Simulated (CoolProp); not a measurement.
Values from CoolProp's reference Helmholtz-energy equation of state, Lemmon 2006. It is a short technical equation, of lower accuracy than the large ones.

Task: For neopentane, give the phase and the cp (kJ/(kg K)), speed of sound (m/s), expansivity (1/kK), fugacity coefficient at 333.3 K and 756 kPa.

Result: 
- 333.3 K and 756 kPa: liquid; cp 2.53, speed of sound 682, expansivity 2.40, fugacity coefficient 0.550
